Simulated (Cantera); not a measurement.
A perfectly stirred reactor is fed with CH4 : H2 : O2 : N2 = 0.63 : 0.098 : 1.46 : 10.2 (molar parts), equivalence ratio 0.90, at 3750 Torr; it is adiabatic with a 550 K inlet, and is followed from long to short residence time, starting on the burning branch (τ in s: 0.085, 0.044, 0.023, 0.012, 0.0062, 0.0032, 0.0017, 0.00087, 0.00045, 0.00023, 0.00012, 6.3e-05, 3.3e-05).

Cantera simulation using GRI-Mech 3.0 (53 species, 325 reactions); the numbers are that mechanism's predictions, not measurements.

Q: Predict: blow-out, bracketed by the residence times tried; x(CH4) at τ = 85.0 ms; x(H2) at τ = 85.0 ms; x(O2) at τ = 85.0 ms; x(C2H4) at τ = 85.0 ms; x(CH2O) at τ = 85.0 ms; x(CH4) at τ = 1.70 ms; x(H2) at τ = 1.70 ms; x(O2) at τ = 1.70 ms; x(C2H4) at τ = 1.70 ms; x(CH2O) at τ = 1.70 ms.

A: 
```
Item                                                                             Value
------------------------------------------------  ------------------------------------
blow-out, bracketed by the residence times tried  burning at 0.450 ms, out at 0.230 ms
x(CH4) at τ = 85.0 ms                                                          8.23e-6
x(H2) at τ = 85.0 ms                                                          0.000115
x(O2) at τ = 85.0 ms                                                            0.0123
x(C2H4) at τ = 85.0 ms                                                         6.60e-9
x(CH2O) at τ = 85.0 ms                                                         9.28e-7
x(CH4) at τ = 1.70 ms                                                         0.000121
x(H2) at τ = 1.70 ms                                                           0.00112
x(O2) at τ = 1.70 ms                                                            0.0144
x(C2H4) at τ = 1.70 ms                                                         3.43e-7
x(CH2O) at τ = 1.70 ms                                                         1.38e-5
```
